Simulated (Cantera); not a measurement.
A freely propagating, adiabatic, planar premixed flame of CH4 : H2 : O2 : N2 = 1 : 0.39 : 2.49 : 9.38 (molar parts), equivalence ratio 0.88, unburnt at 600 K and 10.0 bar; mixture-averaged transport, grid criteria slope 0.08 and curve 0.16, no radiation.

Cantera simulation using GRI-Mech 3.0 (53 species, 325 reactions); the numbers are that mechanism's predictions, not measurements. Burning velocities carry a grid error of a few per cent, more on coarse grids.

Problem. Predict: laminar burning velocity; thermal thickness; peak x(C2H6); peak x(C2H2); peak x(O).

Solution. 
- laminar burning velocity: 58.2 cm/s
- thermal thickness: 0.0606 mm
- peak x(C2H6): 0.000505
- peak x(C2H2): 9.19e-5
- peak x(O): 0.00154
